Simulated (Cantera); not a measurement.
**Calcination and drying: MgCO₃ + H₂ + CO₂**

Charge: 1 mol MgCO₃, 4 mol H₂, 0.06 mol CO₂, held at 0.100 bar.

Method: chemical equilibrium by Gibbs-energy minimisation in Cantera with the NASA 1993 tables (ideal gas, pure condensed phases). Candidate condensed phases: C, C₆H₆, C₇H₈, C₈H₁₈, H₂O, Mg, MgCO₃, MgO, Mg(OH)₂; 116 gas species. Rates play no part.

```tsv
T (K)	x H₂	x H₂O	x CO	x CO₂	x H	n MgO(s)
1450	0.605	0.186	0.186	0.0239	2.33e-5	1.00
1500	0.603	0.187	0.187	0.0224	4.32e-5	1.00
1550	0.602	0.188	0.188	0.0211	7.73e-5	1.000
1600	0.601	0.190	0.190	0.0199	0.000133	1.000
1650	0.600	0.191	0.191	0.0189	0.000222	1.000
1700	0.599	0.192	0.192	0.0179	0.000361	1.000
1750	0.598	0.192	0.192	0.0171	0.000569	1.000
1800	0.597	0.193	0.193	0.0163	0.000875	1.000
1850	0.596	0.194	0.194	0.0157	0.00131	1.000
1900	0.594	0.194	0.194	0.0151	0.00193	0.999
1950	0.593	0.195	0.195	0.0145	0.00279	0.999
2000	0.591	0.195	0.195	0.0140	0.00395	0.997
2050	0.589	0.196	0.195	0.0136	0.00550	0.995
2100	0.586	0.196	0.195	0.0132	0.00754	0.991
```
x: gas mole fraction; n: condensed amount in mol.

From 1450 K to 2100 K the condensed part is MgO(s). The main Mg-bearing gas is Mg(OH)₂ at 1450 K and Mg at 2100 K.
